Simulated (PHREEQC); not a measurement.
## Silver or lead bath with silver or lead bath

Solution A (0.0002 mol/kgw PbCl2, 0.32 mol/kgw HNO3 and 0.0055 mol/kgw Zn(NO3)2) is mixed with solution B (0.9 mmol/kgw PbCl2) at 25 °C; shares are by mass of water, 1 kg in all. O2 is buffered at 0.21 atm. No CO2 enters from the air. The run lets Zn(OH)2(e), Pb(OH)2 precipitate or redissolve, and no other solid.

Equilibrium calculation in PHREEQC: ion-association model, phreeqc.dat.

```json
[
 {"share of solution B": "0", "pH": "0.60", "Pb+2 (mol/kgw)": "8.90e-5", "PbNO3+ (mol/kgw)": "0.000111", "PbCl+ (mol/kgw)": "3.74e-7"},
 {"share of solution B": "0.1", "pH": "0.65", "Pb+2 (mol/kgw)": "0.000126", "PbNO3+ (mol/kgw)": "0.000144", "PbCl+ (mol/kgw)": "7.26e-7"},
 {"share of solution B": "0.2", "pH": "0.70", "Pb+2 (mol/kgw)": "0.000166", "PbNO3+ (mol/kgw)": "0.000173", "PbCl+ (mol/kgw)": "1.24e-6"},
 {"share of solution B": "0.3", "pH": "0.75", "Pb+2 (mol/kgw)": "0.000210", "PbNO3+ (mol/kgw)": "0.000198", "PbCl+ (mol/kgw)": "1.94e-6"},
 {"share of solution B": "0.4", "pH": "0.82", "Pb+2 (mol/kgw)": "0.000259", "PbNO3+ (mol/kgw)": "0.000218", "PbCl+ (mol/kgw)": "2.91e-6"},
 {"share of solution B": "0.5", "pH": "0.89", "Pb+2 (mol/kgw)": "0.000313", "PbNO3+ (mol/kgw)": "0.000232", "PbCl+ (mol/kgw)": "4.25e-6"},
 {"share of solution B": "0.6", "pH": "0.98", "Pb+2 (mol/kgw)": "0.000375", "PbNO3+ (mol/kgw)": "0.000239", "PbCl+ (mol/kgw)": "6.12e-6"},
 {"share of solution B": "0.7", "pH": "1.10", "Pb+2 (mol/kgw)": "0.000448", "PbNO3+ (mol/kgw)": "0.000234", "PbCl+ (mol/kgw)": "8.84e-6"},
 {"share of solution B": "0.8", "pH": "1.27", "Pb+2 (mol/kgw)": "0.000536", "PbNO3+ (mol/kgw)": "0.000211", "PbCl+ (mol/kgw)": "1.31e-5"},
 {"share of solution B": "0.9", "pH": "1.56", "Pb+2 (mol/kgw)": "0.000653", "PbNO3+ (mol/kgw)": "0.000156", "PbCl+ (mol/kgw)": "2.11e-5"},
 {"share of solution B": "1", "pH": "5.43", "Pb+2 (mol/kgw)": "0.000849", "PbNO3+ (mol/kgw)": "0", "PbCl+ (mol/kgw)": "4.73e-5"}
]
```
